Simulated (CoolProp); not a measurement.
C2F6 (R116) at several states: fugacity coefficient from the reference equation and from simpler models built on Tc = 19.9 °C, pc = 30.48 bar, ω = 0.257; each cubic takes its own stable root.

Computed with CoolProp (reference Helmholtz-energy equation of state, Lemmon 2006). It is a short technical equation, of lower accuracy than the large ones.

```tsv
T (°C)	p (bar)	phase	reference	van der Waals	Redlich-Kwong	Soave-Redlich-Kwong	Peng-Robinson
20.55	60.5	supercritical	?	?	?	0.4121	?
37.35	0.803	gas	0.9928	0.9932	0.9924	0.9926	0.9917
-80.15	82	liquid	?	?	?	?	0.01577
85.25	0.109	gas	0.9994	0.9994	0.9993	0.9994	0.9993
```

**Question.** Fill in the missing entries.

**Answer.** 
- 20.55, reference: 0.4007
- 20.55, van der Waals: 0.4460
- 20.55, Redlich-Kwong: 0.4115
- 20.55, Peng-Robinson: 0.3904
- -80.15, reference: 0.01626
- -80.15, van der Waals: 0.09027
- -80.15, Redlich-Kwong: 0.02831
- -80.15, Soave-Redlich-Kwong: 0.01653
